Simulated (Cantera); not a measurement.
A freely propagating, adiabatic, planar premixed flame of H2 : O2 : N2 = 1 : 0.238 : 0.895 (molar parts), equivalence ratio 2.1, unburnt at 300 K and 0.110 bar; mixture-averaged transport, grid criteria slope 0.08 and curve 0.16, no radiation.

Cantera simulation using the H2/O2 subset of GRI-Mech 3.0, which has no nitrogen chemistry; the numbers are that mechanism's predictions, not measurements. Burning velocities carry a grid error of a few per cent, more on coarse grids.

x: mole fraction of selected species; z is measured from the peak of heat release.

```
z (mm)  T (K)  u (m/s)   x H2        x O2         x H         x O      x H2O2     x H2O
------  -----  -------  -----  ----------  ----------  ----------  ----------  --------
-19.3     300     2.30  0.469       0.112       <1e-8       <1e-8       <1e-8     <1e-8
-12.8     300     2.30  0.469       0.112       <1e-8       <1e-8       <1e-8     <1e-8
-9.63     300     2.30  0.469       0.112       <1e-8       <1e-8       <1e-8     <1e-8
-6.42     300     2.30  0.469       0.112       <1e-8       <1e-8       <1e-8     <1e-8
-3.21     310     2.37  0.467       0.112     1.47e-5     1.14e-6     5.05e-6  0.000142
-1.61     591     4.41  0.431       0.105     0.00992    0.000131     2.06e-5    0.0215
0         999     7.24  0.316      0.0653      0.0640     0.00260     1.38e-7     0.109
1.61     1234     8.91  0.222      0.0100       0.105     0.00213     8.29e-8     0.215
3.21     1321     9.49  0.212     0.00109       0.104    0.000912     5.73e-8     0.233
6.42     1412     10.1  0.218    0.000409      0.0925    0.000793     6.01e-8     0.236
12.8     1517     10.8  0.228  (withheld)  (withheld)  (withheld)  (withheld)     0.238
25.7     1627     11.4  0.238    0.000256      0.0616    0.000558     3.94e-8     0.240
51.4     1732     12.1  0.248    0.000163      0.0461    0.000372     2.30e-8     0.242
```

**Question.** Fill in the missing entries.

**Answer.** 
- 12.8, x O2: 0.000344
- 12.8, x H: 0.0776
- 12.8, x O: 0.000714
- 12.8, x H2O2: 5.49e-8
